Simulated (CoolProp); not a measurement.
A single-stage vapour-compression cycle with the fluid: evaporating at 215.15 K (dew point), condensing at 246.15 K (bubble point), superheat 10 K, subcooling 5 K, compressor efficiency 0.9, no pressure losses. The same conditions are run with several fluids, on thermodynamics alone (safety and materials aside).

Model: reference Helmholtz-energy equation of state of each fluid (nitrous oxide: Lemmon 2006; dimethyl ether: Wu 2011; isobutane: Bücker 2006; ammonia: Gao 2020; carbonyl sulfide: Lemmon 2006; propane: Lemmon 2009), in CoolProp.

```
fluid             cooling COP  pressure ratio  discharge temperature (K)  refrigerating effect (kJ/kg)  volumetric capacity (kJ/m³)
----------------  -----------  --------------  -------------------------  ----------------------------  ---------------------------
nitrous oxide            5.27            3.10                      299.7                           299                         3520
dimethyl ether           5.67            5.01                          ?                           457                          208
isobutane                   ?            5.09                          ?                           362                          119
ammonia                  5.25            5.54                          ?                          1340                          307
carbonyl sulfide         5.51            3.82                      307.2                           289                          657
propane                  5.70            3.98                      275.5                           397                            ?
```

### Question
Some entries are withheld; supply them.

### Answer

- dimethyl ether, discharge temperature (K): 287.9
- isobutane, cooling COP: 5.78
- isobutane, discharge temperature (K): 270.0
- ammonia, discharge temperature (K): 348.7
- propane, volumetric capacity (kJ/m³): 452
